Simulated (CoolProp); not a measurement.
Properties of tetradecamethylhexasiloxane (MD4M) along the isotherm 620 K (Tc = 653.2 K, pc = 0.8286 MPa, ω = 0.800).

Computed with CoolProp (reference Helmholtz-energy equation of state, Thol 2019).

| p (MPa) | phase | density (kg/m³) | cp (kJ/(kg K)) | cv (kJ/(kg K)) | isothermal compressibility (1/MPa) | expansivity (1/kK) |
|---|---|---|---|---|---|---|
| 0.0262 | gas | 2.370 | 2.087 | 2.067 | 38.78 | 1.719 |
| 0.0538 | gas | 4.951 | 2.091 | 2.069 | 19.22 | 1.840 |
| 0.11 | gas | 10.51 | 2.099 | 2.072 | 9.785 | 2.125 |
| 0.227 | gas | 23.73 | 2.124 | 2.080 | 5.264 | 2.964 |
| 0.466 | gas | 65.02 | 2.268 | 2.104 | 3.974 | 8.253 |
| 0.957 | liquid | 508.3 | 2.420 | 2.115 | 0.07927 | 4.457 |
| 1.96 | liquid | 538.1 | 2.349 | 2.112 | 0.04235 | 2.950 |
| 4.03 | liquid | 572.7 | 2.304 | 2.109 | 0.02237 | 2.005 |
| 8.29 | liquid | 612.7 | 2.277 | 2.107 | 0.01173 | 1.401 |
